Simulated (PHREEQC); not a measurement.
1 kg of water holding 0.19 mol/kgw NaOH meets 20 L of dry gas (CH4 1 by moles) at fixed total pressure, at 100 °C; fugacities by Peng-Robinson. The gases take part in no redox reaction, some water evaporates into the gas, and hydrates or a liquid gas phase aren't modelled. Nothing may precipitate in this run.

Computed with PHREEQC (ion-association model, phreeqc.dat).

### Question
Predict dissolved CH4 (mol/kgw) at P (atm) = 2, 20, 30, 40, 200.

### Answer
```tsv
P (atm)	dissolved CH4 (mol/kgw)
2	0.000950
20	0.0173
30	0.0258
40	0.0341
200	0.133
```

At this temperature some constants are extrapolated from 25 °C, and those without enthalpy data are left unchanged.
